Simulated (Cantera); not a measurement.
What does this Cantera script print?

```python
import numpy as np
import cantera as ct

gas_names = [...]  # 116 gases of nasa_gas.yaml made of C, H, Mg, O
cond_names = """
    C(gr) C6H6(L) C7H8(L) C8H18(L),n-octa H2O(s) H2O(L) Mg(cr) Mg(L) MgCO3(s) MgO(s) MgO(L) MgO2H2(s)
""".split()


# ... load() reads the species with a 1 bar reference pressure and builds the phases ...
atoms = {
    'MgO': {'Mg': 1, 'O': 1},
    'C': {'C': 1},
    'H2': {'H': 2},
}
top_T = {'C(gr)': 4500}  # K; cautious upper limits of use, not melting points


# ... equilibrate(T, P, feed) seeds the gas with the atoms and calls Mixture.equilibrate('TP', solver="vcs", rtol=1e-11, max_steps=5000) ...
results = []
feed = {'MgO': 1, 'C': 0.68, 'H2': 1.5}  # mol
P = 1000  # Pa
for T in [898, 973, 1048, 1123, 1198, 1273, 1348, 1423, 1498, 1573, 1648]:
    mix = equilibrate(T, P, feed)
    results.append((T, P, feed, dict(zip(mix.species_names, mix.species_moles))))
    x = sorted(zip(gas.X, gas.species_names), reverse=True)
    print(f"T = {T:g} K  P = {P:g} Pa  gas = {mix.phase_moles(0):.4g} mol")
    print("   x: " + "  ".join(f"{s} {v:.3e}" for v, s in x if v > 1e-06))
    print("   condensed (mol): " + ("  ".join(f"{mix.phase(i).name} {mix.phase_moles(i):.4g}"
          for i in range(1, mix.n_phases) if mix.phase_moles(i) > 1e-12) or "none"))
```

Result:

```
T = 898 K  P = 1000 Pa  gas = 1.495 mol
   x: H2 9.968e-01  CH4 3.183e-03
   condensed (mol): C(gr) 0.6752  MgO(s) 1
T = 973 K  P = 1000 Pa  gas = 1.498 mol
   x: H2 9.987e-01  CH4 1.282e-03
   condensed (mol): C(gr) 0.6781  MgO(s) 1
T = 1048 K  P = 1000 Pa  gas = 1.499 mol
   x: H2 9.994e-01  CH4 5.832e-04  Mg 1.566e-06  CO 1.564e-06
   condensed (mol): C(gr) 0.6791  MgO(s) 1
T = 1123 K  P = 1000 Pa  gas = 1.5 mol
   x: H2 9.997e-01  CH4 2.933e-04  Mg 1.734e-05  CO 1.734e-05
   condensed (mol): C(gr) 0.6795  MgO(s) 1
T = 1198 K  P = 1000 Pa  gas = 1.5 mol
   x: H2 9.996e-01  CH4 1.602e-04  CO 1.416e-04  Mg 1.415e-04  H 1.901e-06
   condensed (mol): C(gr) 0.6795  MgO(s) 0.9998
T = 1273 K  P = 1000 Pa  gas = 1.503 mol
   x: H2 9.981e-01  CO 8.982e-04  Mg 8.976e-04  CH4 9.358e-05  H 7.124e-06
   condensed (mol): C(gr) 0.6785  MgO(s) 0.9987
T = 1348 K  P = 1000 Pa  gas = 1.514 mol
   x: H2 9.907e-01  CO 4.621e-03  Mg 4.617e-03  CH4 5.726e-05  H 2.303e-05  MgH 3.958e-06  C2H2,acetylene 1.191e-06
   condensed (mol): C(gr) 0.6729  MgO(s) 0.993
T = 1423 K  P = 1000 Pa  gas = 1.562 mol
   x: H2 9.600e-01  CO 1.993e-02  Mg 1.991e-02  H 6.508e-05  CH4 3.510e-05  MgH 1.847e-05  C2H2,acetylene 3.296e-06
   condensed (mol): C(gr) 0.6488  MgO(s) 0.9689
T = 1498 K  P = 1000 Pa  gas = 1.761 mol
   x: H2 8.518e-01  CO 7.400e-02  Mg 7.393e-02  H 1.586e-04  MgH 7.038e-05  CH4 1.883e-05  C2H2,acetylene 7.506e-06  H2O 1.098e-06
   condensed (mol): C(gr) 0.5497  MgO(s) 0.8697
T = 1573 K  P = 1000 Pa  gas = 2.86 mol
   x: H2 5.242e-01  CO 2.377e-01  Mg 2.375e-01  H 2.944e-04  MgH 1.917e-04  C2H2,acetylene 1.013e-05  CH4 4.878e-06  H2O 1.339e-06
   condensed (mol): MgO(s) 0.3201
T = 1648 K  P = 1000 Pa  gas = 2.861 mol
   x: H2 5.239e-01  CO 2.377e-01  Mg 2.375e-01  H 6.446e-04  MgH 2.056e-04  H2O 7.169e-06  CO2 1.015e-06
   condensed (mol): MgO(s) 0.32
```

Method: chemical equilibrium by Gibbs-energy minimisation in Cantera with the NASA 1993 tables (ideal gas, pure condensed phases). The tables' values for MgH are old estimates; treat these amounts as uncertain.
